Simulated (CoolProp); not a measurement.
Vapour-liquid equilibrium of propane (1) + R227EA (2) at -24.85 °C; x and y are mole fractions of (1).

The numbers come from the multi-fluid Helmholtz-energy mixture model, Lemmon 2009 and Lemmon 2016; pair parameters Bell 2016 in CoolProp.

```
x     bubble pressure, mixture model (kPa)  bubble pressure, Raoult's law (kPa)  y, mixture model  y, Raoult's law
----  ------------------------------------  -----------------------------------  ----------------  ---------------
0.05                                   [?]                                75.88               [?]            0.135
0.2                                    [?]                                96.20             0.636            0.425
0.35                                 194.8                                116.5               [?]            0.615
0.5                                  206.7                                136.8             0.750            0.748
0.65                                 212.5                                157.2               [?]            0.846
0.8                                    [?]                                177.5             0.817            0.922
0.95                                   [?]                                197.8             0.925            0.983
```

Question: Fill in the missing entries.

Answer: 
- 0.05, bubble pressure, mixture model (kPa): 101.3
- 0.05, y, mixture model: 0.340
- 0.2, bubble pressure, mixture model (kPa): 165.6
- 0.35, y, mixture model: 0.716
- 0.65, y, mixture model: 0.775
- 0.8, bubble pressure, mixture model (kPa): 216.0
- 0.95, bubble pressure, mixture model (kPa): 211.5

The largest gap from Raoult's law is +72.1 % in bubble pressure, at x = 0.2. y crosses x between x = 0.8 and 0.95: the model has an azeotrope there.

The pair parameters rest on a limited set of measurements; away from them the model extrapolates. With so large a gap from Raoult's law the liquid may split in two, which this calculation doesn't test in full.
